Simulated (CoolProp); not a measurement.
200 sccm (0 °C, 1 atm) of nitrogen bubbles through liquid tetrahydrofuran at 279.2 K and leaves saturated at a total pressure of 0.0499 MPa (ideal gas phase). Each further row changes one setting.

The numbers come from the reference Helmholtz-energy equation of state, Fiedler 2023 in CoolProp.

```csv
case,vapour pressure (kPa),mole fraction of vapour,delivery (mg/min),delivery (sccm),change of delivery for a bath 1 K warmer (%)
as stated,8.80,?,138,42.8,6.4
bath temperature 284.2 K,11.3,0.227,189,?,6.6
total pressure 0.0998 MPa,8.80,?,62.2,19.3,5.8
```

**Question.** Some entries are withheld; supply them.

**Answer.** 
- as stated, mole fraction of vapour: 0.176
- bath temperature 284.2 K, delivery (sccm): 58.6
- total pressure 0.0998 MPa, mole fraction of vapour: 0.0882
